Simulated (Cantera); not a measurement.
An isothermal plug-flow reactor at 1275 K and 0.230 bar (inlet), inlet velocity 2.5 m/s, active area per volume 440 1/m; feed CH4 : O2 : N2 : H2O = 0.0022 : 0.011 : 0.79 : 0.07 (molar parts).

Model: Deutschmann's 1995 Pt surface mechanism with GRI-Mech 3.0 gas chemistry, integrated in Cantera. Catalytic surfaces can have several steady states; this one follows from the mechanism file's or the stated starting coverage. Mass transfer to the wall is taken as infinitely fast.

x: gas mole fraction; θ: surface coverage.

```json
[
 {"z (m)": "0.00015", "x CH4": "0.00240", "x O2": "0.0124", "x H2O": "0.0804", "x CO2": "0.000101", "x CO": "9.97e-6", "θ free Pt": "0.754", "θ O*": "0.245", "θ OH*": "0.00122"},
 {"z (m)": "0.00024", "x CH4": "0.00234", "x O2": "0.0122", "x H2O": "0.0805", "x CO2": "0.000165", "x CO": "9.89e-6", "θ free Pt": "0.755", "θ O*": "0.244", "θ OH*": "0.00122"},
 {"z (m)": "0.0004", "x CH4": "0.00222", "x O2": "0.0120", "x H2O": "0.0807", "x CO2": "0.000275", "x CO": "9.46e-6", "θ free Pt": "0.756", "θ O*": "0.243", "θ OH*": "0.00122"},
 {"z (m)": "0.00068", "x CH4": "0.00203", "x O2": "0.0117", "x H2O": "0.0811", "x CO2": "0.000455", "x CO": "8.73e-6", "θ free Pt": "0.757", "θ O*": "0.242", "θ OH*": "0.00123"},
 {"z (m)": "0.0011", "x CH4": "0.00178", "x O2": "0.0112", "x H2O": "0.0816", "x CO2": "0.000700", "x CO": "(withheld)", "θ free Pt": "0.759", "θ O*": "0.240", "θ OH*": "0.00123"},
 {"z (m)": "0.0019", "x CH4": "0.00138", "x O2": "0.0104", "x H2O": "0.0824", "x CO2": "0.00109", "x CO": "(withheld)", "θ free Pt": "0.762", "θ O*": "0.237", "θ OH*": "0.00123"},
 {"z (m)": "0.0031", "x CH4": "0.000934", "x O2": "0.00954", "x H2O": "0.0832", "x CO2": "0.00152", "x CO": "(withheld)", "θ free Pt": "0.766", "θ O*": "0.233", "θ OH*": "0.00122"},
 {"z (m)": "0.0052", "x CH4": "0.000473", "x O2": "0.00863", "x H2O": "0.0841", "x CO2": "0.00197", "x CO": "(withheld)", "θ free Pt": "0.770", "θ O*": "0.229", "θ OH*": "0.00122"},
 {"z (m)": "0.0087", "x CH4": "0.000153", "x O2": "0.00798", "x H2O": "0.0848", "x CO2": "0.00229", "x CO": "(withheld)", "θ free Pt": "0.773", "θ O*": "0.226", "θ OH*": "0.00122"},
 {"z (m)": "0.015", "x CH4": "2.11e-5", "x O2": "0.00769", "x H2O": "0.0851", "x CO2": "0.00244", "x CO": "(withheld)", "θ free Pt": "0.774", "θ O*": "0.224", "θ OH*": "0.00122"}
]
```

Problem. Complete the blanks.

Solution. 
- 0.0011, x CO: 7.72e-6
- 0.0019, x CO: 6.09e-6
- 0.0031, x CO: 4.24e-6
- 0.0052, x CO: 2.23e-6
- 0.0087, x CO: 7.67e-7
- 0.015, x CO: 1.35e-7
